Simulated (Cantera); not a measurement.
An isothermal, constant-pressure homogeneous reactor starts with 1.96 % H₂, 61.3 % O₂, 36.8 % N₂, equivalence ratio 0.016, at 1200 K and 0.0132 atm.

Model: GRI-Mech 3.0 (53 species, 325 reactions), integrated in Cantera. Radical loss at walls, strong at low pressure, is not modelled.

One state of this run: x H₂ = 1.69e-8; x O₂ = 0.609; x N₂O = 1.07e-8; x H₂O₂ = 2.16e-10; x NO = 1.49e-7; x HO₂ = 3.49e-9. x: mole fraction; the columns are a selection and need not sum to one.

Q: Which value of t (s) does it belong to?
A) 0.0126
B) 0.000100
C) 40.0
D) 7.98

A: C, 40.0
